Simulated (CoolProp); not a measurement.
C3F8 (R218) at 385.08 K and 0.203 MPa flows at 3.1 m/s in a round tube of 100 mm bore and 15 µm roughness, fully developed (64/Re and Nu = 3.66 if laminar; Colebrook and Gnielinski if turbulent). Each further row changes one setting.

The numbers come from the reference Helmholtz-energy equation of state, Lemmon 2006 in CoolProp. It is a short technical equation, of lower accuracy than the large ones.

```csv
case,Reynolds number,Darcy friction factor,pressure drop (Pa/m),heat-transfer coefficient (W/(m² K)),mass flow (kg/h)
as stated,235000,(withheld),9.55,78.4,1060
velocity 6.2 m/s,469000,0.0151,(withheld),(withheld),(withheld)
diameter 200 mm,469000,0.0143,4.16,(withheld),(withheld)
```

Complete the blanks.


- as stated, Darcy friction factor: 0.0164
- velocity 6.2 m/s, pressure drop (Pa/m): 35.1
- velocity 6.2 m/s, heat-transfer coefficient (W/(m² K)): 144
- velocity 6.2 m/s, mass flow (kg/h): 2130
- diameter 200 mm, heat-transfer coefficient (W/(m² K)): 67.8
- diameter 200 mm, mass flow (kg/h): 4250

Viscosity comes from a separate model (Huber 2003), an estimate that may be off by 10 % or more. Thermal conductivity comes from a separate model (Huber 2003), an estimate that may be off by 10 % or more.
